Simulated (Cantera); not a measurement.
Mixture: CH4 : C2H6 : C3H8 : O2 : N2 = 1 : 0.03 : 0.3 : 6.44 : 24.2 (molar parts), equivalence ratio 0.56, at 330000 Pa, adiabatic and at constant pressure. Ignition delay is the time to a rise of 400 K.

Computed with Cantera and GRI-Mech 3.0 (53 species, 325 reactions). GRI-Mech 3.0 was tuned for natural gas; its chemistry of propane as a main component is partial and can be far from experiment.

Task: At T0 = 1723 K, what is the delay, and which 5 reactions control it most (d ln τ / d ln k, from doubling and halving each rate constant)?

Result: The delay is 11.0 µs.
```
reaction                       d ln τ / d ln k   faster rate
-----------------------------  ---------------  ------------
H + O2 <=> O + OH                        -0.49   shortens it
C2H5 + CH3 (+M) <=> C3H8 (+M)            -0.31   shortens it
CH3 + HO2 <=> CH3O + OH                  -0.23   shortens it
CH4 + H <=> CH3 + H2                      0.11  lengthens it
CH3 + OH <=> CH2(S) + H2O                -0.10   shortens it
```
